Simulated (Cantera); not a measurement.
An isothermal, constant-pressure homogeneous reactor starts with CH4 : H2O = 1 : 0.96 (molar parts), at 2000 K and 13.0 bar.

Computed with Cantera and GRI-Mech 3.0 (53 species, 325 reactions). The pressure lies above the range GRI-Mech 3.0 was tuned for (to about 10 atm).

One state of this run: x CH4 = 0.0291; x H2O = 0.135; x C2H = 6.34e-7; x C2H6 = 1.76e-5; x CO = 0.139; x H = 0.000362; x OH = 7.76e-6. x: mole fraction; the columns are a selection and need not sum to one.

**Question.** Which value of t (s) does it belong to?
(A) 5.00
(B) 0.00501
(C) 0.0794
(D) 0.0199

**Answer.** B, 0.00501
